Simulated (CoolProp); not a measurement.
Properties of n-decane along the isobar 0.344 MPa (Tc = 344.5 °C, pc = 2.101 MPa, ω = 0.488).

Model: reference Helmholtz-energy equation of state, Lemmon 2006, in CoolProp. It is a short technical equation, of lower accuracy than the large ones.

```
T (°C)   phase  density (kg/m³)  viscosity (µPa s)  conductivity (mW/(m K))
------  ------  ---------------  -----------------  -----------------------
166.95  liquid            611.0                214                     96.5
179.75  liquid            599.2                [?]                      [?]
192.65  liquid            586.9                178                     91.5
205.45  liquid            574.2                163                      [?]
218.25  liquid              [?]                149                     86.9
231.05     gas            13.69               8.70                     26.9
243.85     gas            13.10                [?]                     28.3
256.65     gas            12.59               9.15                     29.8
269.45     gas            12.13               9.38                     31.3
282.25     gas            11.72               9.60                     32.8
295.05     gas            11.34               9.82                     34.3
307.85     gas            11.00                [?]                     35.9
320.65     gas              [?]               10.3                     37.4
333.45     gas            10.39               10.5                     39.0
346.25     gas            10.11                [?]                     40.5
```

Task: What belongs in the gaps?

Result: 
- 179.75, viscosity (µPa s): 195
- 179.75, conductivity (mW/(m K)): 94.0
- 205.45, conductivity (mW/(m K)): 89.2
- 218.25, density (kg/m³): 560.8
- 243.85, viscosity (µPa s): 8.93
- 307.85, viscosity (µPa s): 10.0
- 320.65, density (kg/m³): 10.68
- 346.25, viscosity (µPa s): 10.7

Viscosity comes from a separate model (Huber 2004). Thermal conductivity comes from a separate model (Huber 2005).
